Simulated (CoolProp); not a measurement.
The fluid at 298.15 K and 0.666 MPa flows at 13 m/s in a round tube of 12.7 mm bore and 15 µm roughness, fully developed (64/Re and Nu = 3.66 if laminar; Colebrook and Gnielinski if turbulent). The same conditions are run with several fluids, on thermodynamics alone (safety and materials aside).

Computed with CoolProp (reference Helmholtz-energy equation of state of each fluid (R124: de Vries 1995; isobutane: Bücker 2006; n-octane: Beckmüller 2019; R142b: Lemmon 2006; toluene: Lemmon 2006)).

Problem. Rank R124, isobutane, n-octane, R142b, toluene by Reynolds number, highest first.

Solution. R124 (897000), R142b (794000), isobutane (599000), toluene (257000), n-octane (224000)

```json
[
 {"fluid": "R124", "Darcy friction factor": "0.0208", "pressure drop (Pa/m)": "187000", "heat-transfer coefficient (W/(m² K))": "26000", "mass flow (kg/h)": "8040"},
 {"fluid": "isobutane", "Darcy friction factor": "0.0209", "pressure drop (Pa/m)": "76700", "heat-transfer coefficient (W/(m² K))": "22500", "mass flow (kg/h)": "3270"},
 {"fluid": "n-octane", "Darcy friction factor": "0.0216", "pressure drop (Pa/m)": "100000", "heat-transfer coefficient (W/(m² K))": "16800", "mass flow (kg/h)": "4140"},
 {"fluid": "R142b", "Darcy friction factor": "0.0208", "pressure drop (Pa/m)": "154000", "heat-transfer coefficient (W/(m² K))": "25900", "mass flow (kg/h)": "6590"},
 {"fluid": "toluene", "Darcy friction factor": "0.0215", "pressure drop (Pa/m)": "123000", "heat-transfer coefficient (W/(m² K))": "18200", "mass flow (kg/h)": "5110"}
]
```

Transport values come from each fluid's own correlations; those of R124, R142b are estimates that may be off by 10 % or more.
